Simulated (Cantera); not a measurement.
Charge: 1 mol MgO, 1.7 mol O2, 44 mol N2, at 1275 °C and 1330 Pa.

These are equilibrium values from Cantera (NASA tables, ideal gas, pure condensed phases), not measurements of a reactor. Candidate condensed phases: Mg, MgO; 13 gas species. Equilibrium is a limit: real reactors are often held back by kinetics, nucleation or transport.

Base state: N2 0.962, O2 0.0368, NO 0.000711, O 1.27e-5 (mole fractions); condensed: MgO(s).

Task: What changes in the equilibrium state with this change: MgO replaced by FeS?

Result: 
```
species          before     after
-------------  --------  --------
N2                0.962     0.977
SO2                   0    0.0222
O2               0.0368  0.000692
O               1.27e-5   1.74e-6
NO             0.000711   9.82e-5
MgO(s), mol        1.00         0
Fe3O4(s), mol         0     0.333
```
Further candidate phases: Fe, FeO, FeS, FeSO4, FeS2, Fe2O3, Fe2(SO4)3, Fe3O4, S.
